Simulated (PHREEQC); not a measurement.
Dissolve 0.0076 mol HCl, 3.5e-05 mol FeSO4 and 0.00077 mol Na2SO4 per kg of water at 27 °C. Closed to the air; pH follows from the charge balance.

Model: ion-association model, wateq4f.dat, run in PHREEQC.

```json
[
 {"quantity": "pH", "before": "2.17", "after": "2.20"},
 {"quantity": "SO4-2 (mol/kgw)", "before": "0.000531", "after": "0.000156"},
 {"quantity": "HSO4- (mol/kgw)", "before": "0.000269", "after": "4.96e-5"},
 {"quantity": "Fe+2 (mol/kgw)", "before": "3.32e-5", "after": "3.39e-5"},
 {"quantity": "NaSO4- (mol/kgw)", "before": "2.78e-6", "after": "4.74e-7"},
 {"quantity": "FeSO4 (mol/kgw)", "before": "1.48e-6", "after": "1.57e-7"},
 {"quantity": "SI of Melanterite (FeSO4:7H2O)", "before": "-5.91", "after": "-6.88"},
 {"quantity": "SI of Halite (NaCl)", "before": "-6.61", "after": "-5.94"}
]
```

### Question
Name the change that produced these shifts.
(A) HCl from 0.0076 to 0.00684 mol/kgw
(B) Na2SO4 from 0.00077 to 7.7e-05 mol/kgw
(C) 0.00068 mol/kgw CsOH added
(D) 0.013 mol/kgw AlCl3 added
(E) diluted 100-fold with water

### Answer
D, 0.013 mol/kgw AlCl3 added

This is a speciation only: nothing precipitates in the calculation.
